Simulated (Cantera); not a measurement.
Input (Python, Cantera):

```python
import numpy as np
import cantera as ct

gas = ct.Solution("gri30.yaml", transport_model="multicomponent")
show = ['N2', 'C2H2', 'H2O']

rows = []
print(f"{'T/K':>7s}{'rho':>11s}{'cp':>10s}{'mu':>11s}{'lambda':>11s}{'Pr':>7s}" + "".join(f"{'D_' + s:>11s}" for s in show))
for T in [400, 600, 800, 1000, 1200, 1400]:
    gas.TPX = T, 30000, {'NO': 0.18}
    Pr = gas.cp_mass * gas.viscosity / gas.thermal_conductivity
    D = [gas.mix_diff_coeffs_mole[gas.species_index(s)] for s in show]
    rows.append([gas.density, gas.cp_mass, gas.viscosity, gas.thermal_conductivity, Pr, *D])
    print(f"{T:7g}{gas.density:11.4e}{gas.cp_mass:10.1f}{gas.viscosity:11.4e}"
          f"{gas.thermal_conductivity:11.4e}{Pr:7.3f}" + "".join(f"{d:11.4e}" for d in D))
print("SI units: kg/m3, J/kg/K, Pa s, W/m/K, m2/s")
```

Output:

```
    T/K        rho        cp         mu     lambda     Pr       D_N2     D_C2H2      D_H2O
    400 2.7067e-01     998.6 2.3120e-05 3.2481e-02  0.711 1.1441e-04 9.3248e-05 1.3203e-04
    600 1.8044e-01    1040.9 3.0618e-05 4.5000e-02  0.708 2.2853e-04 1.8953e-04 2.8058e-04
    800 1.3533e-01    1092.2 3.7097e-05 5.7257e-02  0.708 3.7074e-04 3.0991e-04 4.6980e-04
   1000 1.0827e-01    1132.7 4.2948e-05 6.8778e-02  0.707 5.3820e-04 4.5180e-04 6.9451e-04
   1200 9.0222e-02    1159.2 4.8363e-05 7.9307e-02  0.707 7.2901e-04 6.1348e-04 9.5129e-04
   1400 7.7333e-02    1181.0 5.3449e-05 8.9329e-02  0.707 9.4173e-04 7.9368e-04 1.2377e-03
SI units: kg/m3, J/kg/K, Pa s, W/m/K, m2/s
```

Computed with Cantera and GRI-Mech 3.0 (53 species, 325 reactions). The composition is frozen, though it would react at the higher temperatures.
